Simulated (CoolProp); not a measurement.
Computed with CoolProp (reference Helmholtz-energy equation of state, de Reuck 1993).

Task: For methanol, give the phase and the expansivity (1/kK), conductivity (mW/(m K)) at 46.75 °C and 32600 kPa; 64.35 °C and 32600 kPa; 81.95 °C and 32600 kPa.

Result: 
- 46.75 °C and 32600 kPa: liquid; expansivity 1.02, conductivity 211
- 64.35 °C and 32600 kPa: liquid; expansivity 1.06, conductivity 208
- 81.95 °C and 32600 kPa: liquid; expansivity 1.11, conductivity 205

Thermal conductivity comes from a separate model (Sykioti 2013).
